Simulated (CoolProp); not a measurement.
A single-stage vapour-compression cycle with CH2F2 (R32): evaporating at 228.15 K (dew point), condensing at 285.15 K (bubble point), superheat 5 K, subcooling 5 K, compressor efficiency 0.6, no pressure losses. Each further row changes one setting.

The numbers come from the reference Helmholtz-energy equation of state, Tillner-Roth 1997 in CoolProp.

```tsv
case	cooling COP	pressure ratio	discharge temperature (K)	refrigerating effect (kJ/kg)	volumetric capacity (kJ/m³)
as stated	1.88	8.35	415.7	292	___
evaporating temperature 233.15 K	2.16	6.62	400.5	___	___
condensing temperature 280.15 K	___	7.19	402.1	301	1190
subcooling 10 K	___	8.35	415.7	301	1190
superheat 15 K	1.85	8.35	430.7	___	___
```

Task: Some entries are withheld; supply them.

Result: 
- as stated, volumetric capacity (kJ/m³): 1160
- evaporating temperature 233.15 K, refrigerating effect (kJ/kg): 294
- evaporating temperature 233.15 K, volumetric capacity (kJ/m³): 1450
- condensing temperature 280.15 K, cooling COP: 2.11
- subcooling 10 K, cooling COP: 1.94
- superheat 15 K, refrigerating effect (kJ/kg): 300
- superheat 15 K, volumetric capacity (kJ/m³): 1130
